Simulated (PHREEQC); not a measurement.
# Acid mine or pickling water: speciation

Model water analysis in mmol/kgw, 41 °C, pH 4.17:

```
constituent  mmol/kgw
-----------  --------
Na               86.6
K              0.0564
Ca               2.91
Mg               22.4
Cl               42.7
S(6)             47.3
```

Valence states are taken as typed.

Computed with PHREEQC (Pitzer model, pitzer.dat).

This is a speciation only: nothing precipitates in the calculation.

Question: Estimate the specific conductance, charge-balance error, osmotic coefficient.

Answer: specific conductance 17000 µS/cm; charge-balance error 0.1 %; osmotic coefficient 0.808.

At this temperature some constants are extrapolated from 25 °C, and those without enthalpy data are left unchanged.
